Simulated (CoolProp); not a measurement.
CF4 (R14) along the isobar 55.8 bar: density (kg/m³) from the reference equation and from simpler models built on Tc = -45.8 °C, pc = 37.62 bar, ω = 0.178; each cubic takes its own stable root.

Values from CoolProp's reference Helmholtz-energy equation of state, Platzer 1990. This equation is an older, rougher fit; its heat capacities, sound speeds and derivatives of the liquid may be far off and weren't checked against measurements.

| T (°C) | phase | reference |
|---|---|---|
| -133.95 | liquid | 1652 |
| -101.75 | liquid | 1484 |
| -69.55 | liquid | 1274 |
| -37.35 | supercritical | 856.3 |
| -5.15 | supercritical | 328.5 |
| 27.05 | supercritical | 243.9 |
| 59.15 | supercritical | 202.4 |
| 91.35 | supercritical | 175.5 |
| 123.55 | supercritical | 156.0 |

### Question
How far does each simpler model (Redlich-Kwong, Peng-Robinson) lie from the reference over these 9 states: mean and median of the absolute difference, and the worst?

### Answer
- Redlich-Kwong: mean 4.5 %, median 3.1 %, worst -10.3 % at -37.35 °C and 55.8 bar
- Peng-Robinson: mean 4.6 %, median 2.6 %, worst +11.0 % at -133.95 °C and 55.8 bar
